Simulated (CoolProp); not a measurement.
Ammonia at 455.18 K and 43.5 MPa flows at 0.41 m/s in a round tube of 6 mm bore and 0.25 µm roughness, fully developed (64/Re and Nu = 3.66 if laminar; Colebrook and Gnielinski if turbulent). Each further row changes one setting.

Model: reference Helmholtz-energy equation of state, Gao 2020, in CoolProp.

```tsv
case	Reynolds number	Darcy friction factor	pressure drop (Pa/m)	heat-transfer coefficient (W/(m² K))	mass flow (kg/h)
as stated	(withheld)	0.0262	(withheld)	2650	16.8
velocity 0.82 m/s	38500	0.0223	504	4660	(withheld)
diameter 12 mm	38500	(withheld)	(withheld)	2320	67.3
```

What belongs in the gaps?


- as stated, Reynolds number: 19200
- as stated, pressure drop (Pa/m): 148
- velocity 0.82 m/s, mass flow (kg/h): 33.7
- diameter 12 mm, Darcy friction factor: 0.0222
- diameter 12 mm, pressure drop (Pa/m): 62.8

Viscosity comes from a separate model (Fenghour 1995). Thermal conductivity comes from a separate model (Tufeu 1984).
